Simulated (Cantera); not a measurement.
Charge: 1 mol SiH2Cl2, 38 mol N2O, 43 mol N2, equilibrated at 6.30 Pa.

Method: chemical equilibrium by Gibbs-energy minimisation in Cantera with the NASA 1993 tables (ideal gas, pure condensed phases). Candidate condensed phases: H2O, NH4Cl, Si, SiO2, Si2N2O, Si3N4; 47 gas species. The tables hold silica as quartz up to 1696 K and as liquid above; real silica turns to tridymite and cristobalite and melts near 1996 K. Rates play no part. All values below are at 1650 K.

Base state: N2 0.798, O2 0.172, Cl 0.0130, HCl 0.00674, H2O 0.00610, NO 0.00217, O 0.00135, OH 0.000677 (mole fractions); condensed: SiO2(β-quartz).

Problem. What changes in the equilibrium state with this change: N2O from 38 to 0.19 mol?

Solution. 
```csv
species,before,after
N2,0.798,0.949
SiCl2,<1e-9,0.0154
H2,2.17e-5,0.0153
O2,0.172,<1e-9
Cl,0.0130,0.000862
HCl,0.00674,0.0119
H2O,0.00610,<1e-9
NO,0.00217,<1e-9
Si,<1e-9,0.00199
O,0.00135,<1e-9
OH,0.000677,<1e-9
"SiO2(β-quartz), mol",0.999,0
```
The tables' values for SiCl, SiCl3, SiN are old estimates; treat these amounts as uncertain.
